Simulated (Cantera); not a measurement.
A jet of 1.77 % CH4, 11.0 % O2, 87.2 % N2, equivalence ratio 0.32 at 300 K and 0.0247 atm hits a platinum plate 4 cm away at a mass flux of 0.067 kg/m²/s; the plate temperature is set and raised in steps from an oxygen-covered start.

Computed with Cantera and Deutschmann's 1995 Pt surface mechanism with GRI-Mech 3.0 gas chemistry. Catalytic surfaces can have several steady states; this one follows from the mechanism file's or the stated starting coverage.

x: mole fraction at the wall; θ: surface coverage.

```csv
plate T (K),wall x CH4,wall x O2,wall x H2O,wall x OH,wall x CO,wall x CO2,θ free Pt,θ O*
950,0.0126,0.0996,0.00946,?,7.92e-6,0.00620,0.346,0.653
1000,0.0109,0.0961,0.0125,?,9.44e-6,0.00821,0.422,0.578
1050,0.00946,0.0929,0.0152,?,1.11e-5,0.00998,0.495,0.504
1100,0.00824,0.0904,0.0174,?,1.30e-5,0.0114,0.565,0.435
1150,0.00726,0.0883,0.0192,?,1.53e-5,0.0126,0.630,0.369
```

### Question
Some entries are withheld; supply them.

### Answer

- 950, wall x OH: 8.68e-8
- 1000, wall x OH: 2.48e-7
- 1050, wall x OH: 6.17e-7
- 1100, wall x OH: 1.38e-6
- 1150, wall x OH: 2.83e-6
